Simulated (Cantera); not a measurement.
Charge: 1 mol BCl3, 5 mol H2, 70 mol N2, at 1550 K and 13.3 mbar.

Cantera equilibrium calculation (NASA polynomials, part measured and part estimated; ideal gas, pure solids and liquids). Candidate condensed phases: B, BN, NH4Cl; 21 gas species. Equilibrium is a limit: real reactors are often held back by kinetics, nucleation or transport.

Task: What is the equilibrium state?

Result: 
```
Property                             Value
-------------------------------  ---------
x(N2)                                0.914
x(H2)                               0.0460
x(HCl)                              0.0394
x(H)                               5.85e-5
x(Cl)                              4.00e-5
x(BCl3)                            2.32e-6
n(BN(s))                         1.000 mol
gas amount                       76.00 mol
log10 activity of B(s) (absent)      -2.89
```
